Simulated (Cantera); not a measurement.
**Carbon deposition, reforming and gasification: C6H6 + NH3 + H2 + CO2**

Feed: 1 mol C6H6, 1.1 mol NH3, 12 mol H2, 0.18 mol CO2, at 2102 °C.

Cantera equilibrium calculation (NASA polynomials, part measured and part estimated; ideal gas, pure solids and liquids). Candidate condensed phases: C, C6H6, C7H8, C8H18, H2O; 136 gas species. The ideal-gas law is rough above about 30 bar. The numbers say what is thermodynamically allowed, not how fast it happens.

From 0.000100 bar to 100 bar the condensed part is C(graphite). The main C-bearing gas is CO throughout. The share of C in condensed phases is highest at 0.000100 bar (89.7 %) and lowest at 100 bar (83.6 %).

| P (Pa) | log p H2 | log p H | log p N2 | log p CO | log p CH4 | log p HCN | log p C2H2 (acetylene) | log p HNC | n C(graphite) |
|---|---|---|---|---|---|---|---|---|---|
| 10 | -4.60 | -4.15 | -5.74 | -5.88 | -12.93 | -6.46 | -6.80 | -7.46 | 5.54 |
| 56 | -3.53 | -3.62 | -4.92 | -5.05 | -10.80 | -5.52 | -5.74 | -6.52 | 5.52 |
| 320 | -2.63 | -3.17 | -4.11 | -4.23 | -8.99 | -4.66 | -4.84 | -5.66 | 5.49 |
| 1800 | -1.82 | -2.76 | -3.34 | -3.45 | -7.37 | -3.87 | -4.02 | -4.87 | 5.47 |
| 10000 | -1.05 | -2.37 | -2.58 | -2.70 | -5.83 | -3.11 | -3.25 | -4.10 | 5.46 |
| 56000 | -0.29 | -1.99 | -1.83 | -1.94 | -4.31 | -2.35 | -2.49 | -3.35 | 5.46 |
| 320000 | 0.47 | -1.61 | -1.07 | -1.18 | -2.78 | -1.59 | -1.73 | -2.59 | 5.45 |
| 1800000 | 1.22 | -1.24 | -0.31 | -0.43 | -1.28 | -0.84 | -0.98 | -1.84 | 5.40 |
| 10000000 | 1.96 | -0.87 | 0.44 | 0.32 | 0.20 | -0.09 | -0.24 | -1.09 | 5.16 |
log p: log10 of the partial pressure in bar; n: condensed amount in mol.
